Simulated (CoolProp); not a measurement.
Model: reference Helmholtz-energy equation of state, Platzer 1990, in CoolProp. This equation is an older, rougher fit.

Q: For R13, give the phase and the speed of sound (m/s), Prandtl number at 450 K and 0.129 bar; 450 K and 0.544 bar; 450 K and 9.67 bar.

A: 
- 450 K and 0.129 bar: gas; speed of sound 200, Prandtl number 0.715
- 450 K and 0.544 bar: gas; speed of sound 200, Prandtl number 0.715
- 450 K and 9.67 bar: gas; speed of sound 197, Prandtl number 0.707

Viscosity comes from a separate model (Huber 2003), an estimate that may be off by 10 % or more. Thermal conductivity comes from a separate model (Huber 2003), an estimate that may be off by 10 % or more.
